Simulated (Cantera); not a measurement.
An isothermal, constant-pressure homogeneous reactor starts with 1.41 % C₂H₆, 98.6 % H₂, at 1950 K and 1.30 bar.

Computed with Cantera and GRI-Mech 3.0 (53 species, 325 reactions). GRI-Mech 3.0 stops at C3 and has no aromatics, soot or wall deposition, so with more carbon than oxygen in the feed, carbon stays in small species such as C2H2 where larger ones or solid carbon would form.

One state of this run: x C₂H₆ = 1.39e-7; x H₂ = 0.984; x C₂H = 1.90e-7; x C₂H₄ = 0.000136; x C₂H₂ = 0.0119. x: mole fraction; the columns are a selection and need not sum to one.

Task: Which value of t (s) does it belong to?
A) 0.000300
B) 0.000854
C) 0.00693
D) 0.0562

Result: D, 0.0562
